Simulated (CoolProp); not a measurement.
Carbon dioxide along the isobar 8.82 MPa: density (kg/m³) from the reference equation and from simpler models built on Tc = 304.1 K, pc = 7.377 MPa, ω = 0.224; each cubic takes its own stable root.

Computed with CoolProp (reference Helmholtz-energy equation of state, Span 1996).

```json
[
 {"T (K)": "301.2", "phase": "liquid", "reference": "763.0"},
 {"T (K)": "321.4", "phase": "supercritical", "reference": "283.5"},
 {"T (K)": "341.6", "phase": "supercritical", "reference": "204.8"},
 {"T (K)": "361.9", "phase": "supercritical", "reference": "172.1"},
 {"T (K)": "382.1", "phase": "supercritical", "reference": "151.9"},
 {"T (K)": "402.3", "phase": "supercritical", "reference": "137.5"},
 {"T (K)": "422.5", "phase": "supercritical", "reference": "126.4"},
 {"T (K)": "442.8", "phase": "supercritical", "reference": "117.5"},
 {"T (K)": "463", "phase": "supercritical", "reference": "110.0"},
 {"T (K)": "483.2", "phase": "supercritical", "reference": "103.7"},
 {"T (K)": "503.4", "phase": "supercritical", "reference": "98.18"},
 {"T (K)": "523.6", "phase": "supercritical", "reference": "93.35"}
]
```

How far does each simpler model (van der Waals, Soave-Redlich-Kwong) lie from the reference over these 12 states: mean and median of the absolute difference, and the worst?


- van der Waals: mean 7.2 %, median 4.8 %, worst -32.1 % at 301.2 K and 8.82 MPa
- Soave-Redlich-Kwong: mean 3.4 %, median 2.0 %, worst -16.7 % at 301.2 K and 8.82 MPa
